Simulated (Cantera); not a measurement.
Charge: 1 mol C2H6, 0.41 mol CO2, 1.5 mol H2, held at 3.00 bar.

Cantera equilibrium calculation (NASA polynomials, part measured and part estimated; ideal gas, pure solids and liquids). Candidate condensed phases: C, C6H6, C7H8, C8H18, H2O; 110 gas species. Kinetics and transport are ignored.

Over these rows the condensed part is C(graphite). Partial pressures as log10 of bar:

| T (K) | 1000/T (1/K) | log p C2H2 (acetylene) | log p H2 | log p CO |
|---|---|---|---|---|
| 1848 | 0.5411 | -3.19 | 0.40 | -0.33 |
| 1998 | 0.5005 | ? | 0.40 | -0.33 |
| 2148 | 0.4655 | -2.32 | 0.40 | -0.34 |
| 2298 | 0.4352 | -1.97 | 0.40 | -0.34 |
| 2448 | 0.4085 | -1.67 | 0.40 | -0.34 |
| 2598 | 0.3849 | -1.41 | 0.39 | -0.34 |

**Question.** Fit log p(C2H2 (acetylene)) = a + b·(1000/T) to the five rows, give the apparent enthalpy, and predict the row at 1998 K.

**Answer.** Means: 1000/T = 0.4470, log p = -2.112. Sxy = -0.167575, Sxx = 0.0146750, so b = -11.42 and a = -2.112 − (-11.42)×0.4470 = 2.99.
Apparent enthalpy: −19.145 × (-11.42) = 219 kJ/mol. With the condensed phases at unit activity, 2 C(graphite) + H2(g) = C2H2 (acetylene)(g) links this pressure to the main gases: over the six rows their terms move log p by -0.01 in all, so the slope is close to that reaction's ΔH°. The five rows lie within 0.01 of the line.
Prediction at 1998 K: 2.99 + (-11.42)×0.5005 = -2.73. The computed value is -2.72, 0.01 from the line.
